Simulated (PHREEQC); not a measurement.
PHREEQC input (ion-association model, wateq4f.dat):

```
SOLUTION_MASTER_SPECIES
  An  An-  0  An  62.0  # stands for a non-complexing anion
SOLUTION_SPECIES
  An- = An-
    -log_k 0
    -gamma 3.0 0
PHASES
  Fix_H+
    H+ = H+
    -log_k 0
SOLUTION 1
  temp 25
  units mmol/kgw
  pH 7 charge
  Cl 0.0036
  Ni 0.0018
  Na 50
  An 50
END
SELECTED_OUTPUT 1
  -reset false
  -pH true
  -pe true
  -ionic_strength true
  -water true
  -totals Cl Na Ni
  -molalities Hfo_wOH Hfo_wOH2+ Hfo_wO- Hfo_sOH Hfo_sOH2+ Hfo_sO- Hfo_sONi+ Hfo_wONi+
  -saturation_indices Ni(OH)2 Halite
USER_PUNCH 1
  -headings sigma psi
  10 PUNCH EDL("sigma", "Hfo"), EDL("psi", "Hfo")
PRINT
  -reset false
USE solution 1
SURFACE 1
  Hfo_wOH 0.000150562 600 0.067
  Hfo_sOH 3.76404e-06
EQUILIBRIUM_PHASES 1
  Fix_H+ -4 HAn 10
    -force_equality true
  O2(g) -0.68 10
END
# ... the last block is repeated for the other 16 points of pH, with NaOH or the acid as the point needs
```

Selected output (columns that matter, 17 of 17 rows; pH added in front):

```
pH	mu	Na	Ni	m_Hfo_wOH	m_Hfo_wOH2+	m_Hfo_wO-	m_Hfo_sOH	m_Hfo_sOH2+	m_Hfo_sO-	m_Hfo_sONi+	si_Ni(OH)2	si_Halite	sigma	psi
4	0.050184	0.05	1.8e-06	3.0784e-05	0.0001196	1.8152e-07	7.6958e-07	2.9899e-06	4.5379e-09	2.9394e-11	-8.8889	-8.5013	0.2938	0.15976
4.5	0.050092	0.05	1.7997e-06	5.2414e-05	9.7503e-05	6.4547e-07	1.3103e-06	2.4374e-06	1.6136e-08	2.3972e-10	-7.8887	-8.5012	0.2383	0.1491
5	0.050055	0.05	1.7981e-06	7.3795e-05	7.5106e-05	1.661e-06	1.844e-06	1.8767e-06	4.1505e-08	1.8444e-09	-6.889	-8.5012	0.1807	0.13501
5.5	0.050036	0.05	1.7856e-06	9.1026e-05	5.6155e-05	3.3802e-06	2.2674e-06	1.3988e-06	8.4198e-08	1.3653e-08	-5.892	-8.5011	0.12987	0.1183
6	0.050025	0.05	1.6999e-06	0.0001029	4.1864e-05	5.7939e-06	2.5077e-06	1.0203e-06	1.412e-07	9.4808e-08	-4.9134	-8.5011	0.088932	0.099415
6.5	0.050016	0.05	1.2842e-06	0.00011003	3.1779e-05	8.7269e-06	2.3962e-06	6.9208e-07	1.9005e-07	4.8575e-07	-4.0352	-8.5011	0.057775	0.07864
7	0.050009	0.05	5.1341e-07	0.00011369	2.4877e-05	1.1902e-05	1.943e-06	4.2516e-07	2.0342e-07	1.1925e-06	-3.4336	-8.5011	0.034764	0.056193
7.5	0.050004	0.05	9.5817e-08	0.00011514	2.0384e-05	1.4898e-05	1.6867e-06	2.9861e-07	2.1825e-07	1.5605e-06	-3.1633	-8.5011	0.017451	0.032058
8	0.050004	0.050003	1.2272e-08	0.00011546	1.7305e-05	1.7646e-05	1.6363e-06	2.4526e-07	2.501e-07	1.6324e-06	-3.0583	-8.5011	0.0034604	0.006758
8.5	0.050009	0.050012	1.4833e-09	0.00011509	1.4756e-05	2.0563e-05	1.624e-06	2.0823e-07	2.9018e-07	1.6416e-06	-2.9848	-8.501	-0.0098192	-0.018808
9	0.050021	0.050026	1.9571e-10	0.00011387	1.221e-05	2.4326e-05	1.606e-06	1.7222e-07	3.431e-07	1.6427e-06	-2.902	-8.5009	-0.025172	-0.043795
9.5	0.050052	0.050061	3.8397e-11	0.00011109	9.472e-06	2.9846e-05	1.5667e-06	1.3359e-07	4.2093e-07	1.6428e-06	-2.7917	-8.5006	-0.045273	-0.067484
10	0.050142	0.050157	2.1702e-11	0.00010551	6.671e-06	3.8227e-05	1.488e-06	9.4083e-08	5.3912e-07	1.6428e-06	-2.6394	-8.4999	-0.072492	-0.08938
10.5	0.050416	0.050439	3.3772e-11	9.5652e-05	4.1413e-06	5.0612e-05	1.349e-06	5.8406e-08	7.1379e-07	1.6428e-06	-2.4324	-8.4978	-0.1088	-0.10923
11	0.05127	0.051302	9.8522e-11	8.0366e-05	2.1804e-06	6.7858e-05	1.1335e-06	3.0752e-08	9.5705e-07	1.6428e-06	-2.1538	-8.4916	-0.15555	-0.1268
11.5	0.053967	0.054011	5.2066e-10	5.9478e-05	9.0022e-07	9.0026e-05	8.3901e-07	1.2699e-08	1.2699e-06	1.6424e-06	-1.7699	-8.4726	-0.21263	-0.14138
12	0.062611	0.062669	5.3057e-09	3.4851e-05	2.4129e-07	0.00011531	4.9255e-07	3.4102e-09	1.6298e-06	1.6383e-06	-1.2002	-8.4182	-0.27581	-0.15087
```
